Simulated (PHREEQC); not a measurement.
Dissolve 0.45 mmol/kgw Ca(HCO3)2, 0.93 mmol/kgw CO2, 0.11 mmol/kgw H4SiO4 and 0.056 mmol/kgw Al(NO3)3 at 25 °C. Closed to the air; pH follows from the charge balance.

Model: ion-association model, phreeqc.dat, run in PHREEQC.

This is a speciation only: nothing precipitates in the calculation.

**Question.** Order these C species by the share of C that they hold, largest first: CaHCO3+, HCO3-, CO2.

**Answer.** CO2 (59 %), HCO3- (41 %), CaHCO3+ (0.20 %)

**Question.** Order these Al species by the share of Al that they hold, largest first: Al(OH)2+, Al(OH)3, Al+3, Al(OH)4-, AlOH+2.

**Answer.** Al(OH)2+ (52 %), Al(OH)4- (32 %), Al(OH)3 (11 %), AlOH+2 (5.0 %), Al+3 (0.41 %)

The pH is 6.17 and the ionic strength 0.00138 mol/kgw. The solution is supersaturated, for example in Al(OH)3(a), Gibbsite (slow to form), so a real one may precipitate; this is no full list. Species that the database lacks are ignored.
